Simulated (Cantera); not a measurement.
Reactions in the system C-N-O-Ta

Source: NASA polynomial tables (part measured, part estimated), evaluated in Cantera. Values are per mole of reaction as written; species without (g) are pure solids or liquids, kept so even where they would boil at 1 bar. TaC: taken at fixed stoichiometry.

3 N2O(g) + TaC → TaO2(g) + 6 N(g) + CO(g)

```tsv
T (K)	ΔH° (kJ)	ΔS° (J/K)	ΔG° (kJ)	log10 K
300	2424.1	695.6	2215.4	-385.73
773	2434.3	719.0	1878.6	-126.94
973	2434.7	719.4	1734.7	-93.12
1173	2433.7	718.5	1590.9	-70.84
1373	2431.6	716.9	1447.3	-55.06
1573	2428.7	714.9	1304.2	-43.31
1773	2424.9	712.6	1161.4	-34.22
1973	2420.5	710.3	1019.1	-26.98
2173	2415.5	707.9	877.3	-21.09
2373	2409.9	705.4	736.0	-16.20
2573	2403.9	703.0	595.1	-12.08
```

2 O(g) + TaC → C + TaO2(g)

| T (K) | ΔH° (kJ) | ΔS° (J/K) | ΔG° (kJ) | log10 K |
|---|---|---|---|---|
| 300 | -555.1 | -78.7 | -531.5 | 92.55 |
| 773 | -565.4 | -100.0 | -488.1 | 32.98 |
| 973 | -568.6 | -103.7 | -467.7 | 25.11 |
| 1173 | -571.7 | -106.6 | -446.7 | 19.89 |
| 1373 | -574.8 | -109.1 | -425.1 | 16.17 |
| 1573 | -578.0 | -111.2 | -403.1 | 13.38 |
| 1773 | -581.3 | -113.2 | -380.6 | 11.21 |
| 1973 | -584.8 | -115.1 | -357.8 | 9.47 |
| 2173 | -588.4 | -116.8 | -334.6 | 8.04 |
| 2373 | -592.3 | -118.5 | -311.1 | 6.85 |
| 2573 | -596.3 | -120.1 | -287.2 | 5.83 |
